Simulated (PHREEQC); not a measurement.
A column of 0.2 m (40 cells, dispersivity 0.01 m, 720 s a shift, diffusion coefficient 3e-10 m²/s) holds 0.0012 eq of the database's cation exchanger X per kg of pore water, first in equilibrium with 0.037 mol MgCl2, 0.0035 mol MgSO4 and 1e-05 mol HCl per kg of water. It is flushed with 0.0011 mol/kgw NH4Cl and 1e-05 mol/kgw HCl, at 25 °C. Values are for the last cell. No CO2 enters from the air. Nothing may precipitate in this run.

All values are PHREEQC results (ion-association model, phreeqc.dat), not measurements.

Q: Predict NH4 in solution (mol/kgw), S in solution (mol/kgw), Mg in solution (mol/kgw) at pore volumes = 0.7625, 1.212, 2.862, 3.913.

A: 
```csv
pore volumes,NH4 in solution (mol/kgw),S in solution (mol/kgw),Mg in solution (mol/kgw)
0.7625,0.000238,0.00267,0.0310
1.212,0.000777,0.000768,0.00892
2.862,0.000948,4.16e-7,8.09e-5
3.913,0.00102,2.12e-9,4.20e-5
```

Species that the database lacks are ignored.
